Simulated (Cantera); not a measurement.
Charge: 1 mol Si, 1.7 mol Cl2, 47 mol H2, held at 1.00 bar.

Equilibrium computed with Cantera from the NASA thermochemical tables; the gas is ideal and each condensed phase is pure. Candidate condensed phases: Si; 19 gas species. The tables' values for SiCl3 are old estimates; treat these amounts as uncertain. The numbers say what is thermodynamically allowed, not how fast it happens. All values below are at 1623 K.

Base state: H2 0.941, HCl 0.0491, SiCl2 0.00895, SiCl3 0.000544, SiHCl3 0.000229, SiH2Cl2 0.000115, SiCl4 7.72e-5, H 6.70e-5 (mole fractions); condensed: Si(s).

Problem. What changes in the equilibrium state with this change: pressure from 1.00 bar to 1.30 Pa?

Solution. 
```tsv
species	before	after
H2	0.941	0.911
HCl	0.0491	0.0499
H	6.70e-5	0.0183
Si	1.56e-7	0.0108
SiH2Cl2	0.000115	1.39e-9
SiHCl3	0.000229	2.90e-9
Si(s), mol	0.516	0
```
The tables' values for SiCl are old estimates; treat these amounts as uncertain.
